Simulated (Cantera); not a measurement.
Input: 1 mol SiH4, a varied amount of C2H2, 1.5 mol H2, held at 1350 K and 3100 Pa.

Equilibrium computed with Cantera from the NASA thermochemical tables; the gas is ideal and each condensed phase is pure. Candidate condensed phases: C, C6H6, C7H8, C8H18, Si, SiC; 87 gas species. The numbers say what is thermodynamically allowed, not how fast it happens.

Q: At 0.9 mol C2H2, list the 3 most abundant gas species with their mole fractions, and the condensed phases.

A: H2 1.000, CH4 0.000179, H 1.35e-5. Condensed: C(graphite) + SiC(s).
